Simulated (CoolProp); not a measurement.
A closed Brayton cycle with carbon dioxide: compressor inlet 325.15 K and 8.1 MPa, high pressure 21.6 MPa, turbine inlet 755 K, compressor efficiency 0.8, turbine efficiency 0.85, recuperator effectiveness 0 (on enthalpy, no pinch check). Each further row changes one setting.

Values from CoolProp's reference Helmholtz-energy equation of state, Span 1996.

```
case                           thermal efficiency (%)  net work (kJ/kg)  compressor to turbine work  compressor exit (K)  turbine exit (K)
-----------------------------  ----------------------  ----------------  --------------------------  -------------------  ----------------
as stated                                        12.2              55.4                        0.49                410.1             649.5
turbine inlet 705 K                              11.9              46.8                         ___                410.1               ___
compressor inlet 335.15 K                        11.4              48.9                         ___                426.1             649.5
high pressure 18.4 MPa                            ___               ___                         ___                395.7               ___
recuperator effectiveness 0.5                    17.4              55.4                        0.49                410.1             649.5
```

**Question.** Fill in the missing entries.

**Answer.** 
- turbine inlet 705 K, compressor to turbine work: 0.54
- turbine inlet 705 K, turbine exit (K): 603.2
- compressor inlet 335.15 K, compressor to turbine work: 0.55
- high pressure 18.4 MPa, thermal efficiency (%): 10.5
- high pressure 18.4 MPa, net work (kJ/kg): 49.2
- high pressure 18.4 MPa, compressor to turbine work: 0.47
- high pressure 18.4 MPa, turbine exit (K): 666.4
